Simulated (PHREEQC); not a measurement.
Dissolve 4.1 mmol/kgw H2SO4, 1.6 mmol/kgw CaCl2 and 0.017 mmol/kgw H4SiO4 at 25 °C. Closed to the air; pH follows from the charge balance.

Equilibrium calculation in PHREEQC: Pitzer model, pitzer.dat.

* **pH**: 2.20
* **ionic strength**: 0.0149 mol/kgw
* **specific conductance**: 3120 µS/cm
* **osmotic coefficient**: 0.918
* **total alkalinity**: -8.20 meq/kg

```tsv
species	molality	activity	log γ
H+	0.00709	0.00626	-0.054
Cl-	0.00320	0.00283	-0.054
SO4-2	0.00298	0.00166	-0.254
Ca+2	0.00160	0.000856	-0.272
HSO4-	0.00112	0.000992	-0.051
H4SiO4	1.70e-5	1.70e-5	0.000
```

Precipitation was switched off in this run. Species that the database lacks are ignored.
